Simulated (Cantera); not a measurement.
# Ta2O5 + C + CO (carbothermic reduction)

Feed: 1 mol Ta2O5, 5 mol C, 0.47 mol CO, at 875 °C and 22.0 Pa.

These are equilibrium values from Cantera (NASA tables, ideal gas, pure condensed phases), not measurements of a reactor. Candidate condensed phases: C, Ta, TaC, Ta2O5; 15 gas species. Mutual solubility and eutectic melting of coexisting phases are not modelled. TaC: taken at fixed stoichiometry. Condensed phases not in the tables: Ta2C. Rates play no part.

```json
{
 "x(CO)": "1.000",
 "x(CO2)": "0.000196",
 "n(TaC(s))": "1.43 mol",
 "n(Ta2O5(s))": "0.286 mol",
 "gas_amount": "4.041 mol",
 "log10 activity of C(graphite) (absent)": "-1.34",
 "log10 activity of Ta(s) (absent)": "-5.06"
}
```
